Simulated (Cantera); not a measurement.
A closed system holds: 1 mol SO2, 1 mol H2O, 40 mol N2, held at 2702 °C and 1.33 mbar.

Method: chemical equilibrium by Gibbs-energy minimisation in Cantera with the NASA 1993 tables (ideal gas, pure condensed phases). Candidate condensed phases: H2O, H2SO4, S; 35 gas species. Equilibrium is a limit: real reactors are often held back by kinetics, nucleation or transport.

Base state: N2 0.871, O 0.0606, H 0.0431, S 0.0204, NO 0.00226, SO 0.00134, O2 0.000454, N 0.000303 (mole fractions); condensed: gas only.

Task: What changes in the equilibrium state with this change: temperature from 2702 °C to 2025 °C?

Result: 
| species | before | after |
|---|---|---|
| N2 | 0.871 | 0.924 |
| H | 0.0431 | 0.0188 |
| SO2 | 1.84e-5 | 0.0138 |
| O | 0.0606 | 0.00984 |
| S | 0.0204 | 0.00130 |
| H2O | 2.19e-6 | 0.00667 |
| N | 0.000303 | 1.01e-6 |
| H2 | 0.000116 | 0.00512 |
